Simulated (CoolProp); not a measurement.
Vapour-liquid equilibrium of C2F6 (R116) (1) + R143a (2) at -60.65 °C; x and y are mole fractions of (1).

The numbers come from the multi-fluid Helmholtz-energy mixture model, Lemmon 2006 and Lemmon and Jacobsen 2000; pair parameters Bell 2016 in CoolProp.

Q: Give the bubble pressure and the first vapour's composition at x = 0.05, 0.35, 0.95. Is there an azeotrope?

A: x = 0.05: 83.03 kPa, y = 0.403; x = 0.35: 183.8 kPa, y = 0.779; x = 0.95: 235.5 kPa, y = 0.959. No azeotrope shows between x = 0.05 and 0.95.

Pair parameters are fitted to limited data, so mixtures are less certain than the pure fluids. With so large a gap from Raoult's law the liquid may split in two, which this calculation doesn't test in full.
